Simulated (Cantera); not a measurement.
**Reactions in the system H-I-N**

Source: NASA polynomial tables (part measured, part estimated), evaluated in Cantera. Values are per mole of reaction as written; species without (g) are pure solids or liquids, kept so even where they would boil at 1 bar.

N₂(g) + 6 HI(g) = 3 I₂ + 2 NH₃(g)

```json
[
 {"T (K)": "450", "ΔH° (kJ)": "-192.3", "ΔS° (J/K)": "-548.1", "ΔG° (kJ)": "54.4", "log10 K": "-6.31"},
 {"T (K)": "475", "ΔH° (kJ)": "-189.5", "ΔS° (J/K)": "-542.0", "ΔG° (kJ)": "68.0", "log10 K": "-7.48"},
 {"T (K)": "500", "ΔH° (kJ)": "-186.6", "ΔS° (J/K)": "-536.2", "ΔG° (kJ)": "81.5", "log10 K": "-8.51"},
 {"T (K)": "525", "ΔH° (kJ)": "-183.8", "ΔS° (J/K)": "-530.6", "ΔG° (kJ)": "94.8", "log10 K": "-9.43"},
 {"T (K)": "550", "ΔH° (kJ)": "-180.9", "ΔS° (J/K)": "-525.2", "ΔG° (kJ)": "108.0", "log10 K": "-10.26"},
 {"T (K)": "575", "ΔH° (kJ)": "-178.0", "ΔS° (J/K)": "-520.0", "ΔG° (kJ)": "121.0", "log10 K": "-11.00"},
 {"T (K)": "600", "ΔH° (kJ)": "-175.0", "ΔS° (J/K)": "-515.0", "ΔG° (kJ)": "134.0", "log10 K": "-11.66"}
]
```
